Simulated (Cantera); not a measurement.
**Adiabatic ignition**

An adiabatic, constant-volume homogeneous reactor starts with CO : H2 : CH4 : O2 : N2 = 1 : 1.3 : 0.18 : 1.01 : 3.79 (molar parts), at 950 K and 4.93 atm.

Computed with Cantera and GRI-Mech 3.0 (53 species, 325 reactions). Below about 1000 K GRI-Mech 3.0 lacks low-temperature oxidation paths.

| t (s) | T (K) | P (bar) | x CO | x H2 | x CH4 | x CH3 | x NO |
|---|---|---|---|---|---|---|---|
| 2.00e-6 | 950 | 5.00 | 0.137 | 0.179 | 0.0247 | 2.67e-11 | <1e-12 |
| 5.00e-6 | 950 | 5.00 | 0.137 | 0.179 | 0.0247 | 7.37e-11 | <1e-12 |
| 1.25e-5 | 950 | 5.00 | 0.137 | 0.179 | 0.0247 | 1.54e-10 | <1e-12 |
| 3.13e-5 | 950 | 5.00 | 0.137 | 0.179 | 0.0247 | 2.45e-10 | <1e-12 |
| 7.83e-5 | 950 | 5.00 | 0.137 | 0.179 | 0.0247 | 3.37e-10 | <1e-12 |
| 0.000196 | 950 | 5.00 | 0.137 | 0.179 | 0.0247 | 5.49e-10 | <1e-12 |
| 0.000490 | 950 | 5.00 | 0.137 | 0.179 | 0.0247 | 1.22e-9 | <1e-12 |
| 0.00123 | 950 | 5.00 | 0.137 | 0.179 | 0.0247 | 4.24e-9 | <1e-12 |
| 0.00306 | 950 | 5.00 | 0.137 | 0.179 | 0.0247 | 3.39e-8 | <1e-12 |
| 0.00766 | 956 | 5.03 | 0.137 | 0.178 | 0.0247 | 1.98e-7 | <1e-12 |
| 0.0192 | 2949 | 14.3 | 0.112 | 0.0462 | 7.84e-12 | 2.09e-11 | 0.00345 |
| 0.0480 | 2949 | 14.3 | 0.112 | 0.0462 | 7.84e-12 | 2.09e-11 | 0.00345 |
| 0.120 | 2949 | 14.3 | 0.112 | 0.0462 | 7.84e-12 | 2.09e-11 | 0.00345 |
| 0.300 | 2949 | 14.3 | 0.112 | 0.0462 | 7.84e-12 | 2.09e-11 | 0.00345 |
x: mole fraction; the columns are a selection and need not sum to one.

```json
{
 "time_of_steepest_temperature_rise": "15.2 ms",
 "temperature at 0.300 s": "2949 K",
 "equilibrium_temperature": "2949 K",
 "x(CO) at 0.300 s": "0.112 (gas-phase equilibrium 0.112)",
 "x(H2) at 0.300 s": "0.0462 (gas-phase equilibrium 0.0462)",
 "x(CH4) at 0.300 s": "7.84e-12 (gas-phase equilibrium 9.16e-12)"
}
```
